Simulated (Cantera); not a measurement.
A closed system holds: 1 mol Si, 2.5 mol HCl, 0.99 mol H2, held at 798.15 K and 0.310 bar.

Equilibrium computed with Cantera from the NASA thermochemical tables; the gas is ideal and each condensed phase is pure. Candidate condensed phases: Si; 19 gas species. The tables' values for SiCl3 are old estimates; treat these amounts as uncertain. Equilibrium is a limit: real reactors are often held back by kinetics, nucleation or transport.

Question: What is the equilibrium state?

Answer: x(H2): 0.761
x(SiCl4): 0.174
x(SiHCl3): 0.0620
x(HCl): 0.00188
x(SiH2Cl2): 0.00178
x(SiCl3): 8.52e-5
x(SiH3Cl): 1.18e-5
x(SiCl2): 4.73e-6
n(Si(s)): 0.330 mol
gas amount: 2.820 mol
